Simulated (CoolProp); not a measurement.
R404A at 426.17 K and 3.83 MPa is throttled through a valve to 1.63 MPa with no heat exchange. Each further row changes one setting.

Model: reference Helmholtz-energy equation of state, Lemmon 2003, in CoolProp. It is a pseudo-pure fit of the blend.

```csv
case,temperature change (K),final density (kg/m³)
as stated,-14.1,50.9
outlet pressure 0.489 MPa,-21.8,14.6
outlet pressure 2.12 MPa,-10.9,67.4
```
